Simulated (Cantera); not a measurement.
**Low-pressure radical oxidation in H2/O2**

An isothermal, constant-pressure homogeneous reactor starts with H₂ : O₂ = 0.012 : 1 (molar parts), equivalence ratio 0.0060, at 1048 K and 0.0247 atm.

Cantera simulation using the H2/O2 subset of GRI-Mech 3.0, which has no nitrogen chemistry; the numbers are that mechanism's predictions, not measurements. Radical loss at walls, strong at low pressure, is not modelled.

```csv
t (s),x H₂,x O₂,x H₂O,x H,x OH
4.00e-6,0.0119,0.988,<1e-12,2.87e-12,<1e-12
1.24e-5,0.0119,0.988,<1e-12,8.22e-12,1.04e-12
3.86e-5,0.0119,0.988,<1e-12,2.06e-11,8.26e-12
0.000120,0.0119,0.988,1.23e-11,4.22e-11,5.11e-11
0.000372,0.0119,0.988,2.04e-10,1.05e-10,2.62e-10
0.00116,0.0119,0.988,4.76e-9,8.49e-10,2.74e-9
0.00359,0.0119,0.988,2.35e-6,3.38e-7,1.12e-6
0.0111,0.000307,0.981,0.0108,0.000840,0.000751
0.0346,2.74e-5,0.985,0.0117,0.000139,0.000298
0.107,5.58e-6,0.987,0.0118,1.36e-5,0.000136
0.334,7.41e-7,0.988,0.0119,7.36e-7,5.16e-5
1.04,9.21e-8,0.988,0.0119,3.70e-8,1.91e-5
3.22,1.37e-8,0.988,0.0119,2.42e-9,7.74e-6
10.0,2.65e-9,0.988,0.0119,2.25e-10,3.51e-6
```
x: mole fraction; the columns are a selection and need not sum to one.

Equilibrium at this temperature and pressure: H₂ 2.62e-11, O₂ 0.988, H₂O 0.0119, H <1e-12, OH 3.61e-7 (gas phase only).
